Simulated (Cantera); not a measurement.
A closed system holds: 1 mol NH₃, 0.67 mol O₂, 1.3 mol N₂, 0.27 mol H₂O, at 1727 °C and 91.0 Pa.

These are equilibrium values from Cantera (NASA tables, ideal gas, pure condensed phases), not measurements of a reactor. Candidate condensed phases: H₂O; 24 gas species. Kinetics and transport are ignored.

Base state: N₂ 0.494, H₂O 0.420, H₂ 0.0555, H 0.0127, OH 0.00960, O₂ 0.00524, O 0.00161, NO 0.000958 (mole fractions); condensed: gas only.

What changes in the equilibrium state with this change: NH₃ replaced by HI?


```
species    before     after
-------  --------  --------
N₂          0.494     0.366
I               0     0.282
H₂O         0.420     0.203
O₂        0.00524     0.114
H₂         0.0555   0.00575
H          0.0127   0.00409
OH        0.00960    0.0144
HI              0  0.000389
O         0.00161   0.00747
NO       0.000958   0.00384
```
Further candidate phases: I₂.
